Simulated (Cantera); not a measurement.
A closed system holds: 1 mol SiH4, 0.16 mol HCl, 20 mol H2, equilibrated at 925 °C and 3.50 mbar.

These are equilibrium values from Cantera (NASA tables, ideal gas, pure condensed phases), not measurements of a reactor. Candidate condensed phases: Si; 19 gas species. Kinetics and transport are ignored.

Base state: H2 0.993, HCl 0.00698, SiCl2 0.000116 (mole fractions); condensed: Si(s).

Problem. What changes in the equilibrium state with this change: SiH4 replaced by SiHCl3?

Solution. 
```
species       before    after
----------  --------  -------
H2             0.993    0.893
HCl          0.00698   0.0823
SiCl2       0.000116   0.0179
SiCl4        1.48e-7  0.00354
SiCl3        1.39e-6  0.00268
SiHCl3       5.67e-7  0.00103
SiH2Cl2      2.83e-7  3.94e-5
Si(s), mol     0.997    0.446
```
The tables' values for SiCl3 are old estimates; treat these amounts as uncertain.
